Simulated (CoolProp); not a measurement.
50 sccm (0 °C, 1 atm) of nitrogen bubbles through liquid toluene at 319.4 K and leaves saturated at a total pressure of 0.15 MPa (ideal gas phase). Each further row changes one setting.

Computed with CoolProp (reference Helmholtz-energy equation of state, Lemmon 2006). It is a short technical equation, of lower accuracy than the large ones.

```
case                      vapour pressure (kPa)  mole fraction of vapour  delivery (mg/min)  delivery (sccm)  change of delivery for a bath 1 K warmer (%)
------------------------  ---------------------  -----------------------  -----------------  ---------------  --------------------------------------------
as stated                                  10.4                   0.0697               15.4             3.74                                           4.8
bath temperature 324.4 K                      ?                        ?                  ?             4.73                                             ?
total pressure 0.3 MPa                     10.4                   0.0348               7.42             1.80                                             ?
```

Task: What belongs in the gaps?

Result: 
- bath temperature 324.4 K, vapour pressure (kPa): 13.0
- bath temperature 324.4 K, mole fraction of vapour: 0.0864
- bath temperature 324.4 K, delivery (mg/min): 19.4
- bath temperature 324.4 K, change of delivery for a bath 1 K warmer (%): 4.7
- total pressure 0.3 MPa, change of delivery for a bath 1 K warmer (%): 4.6
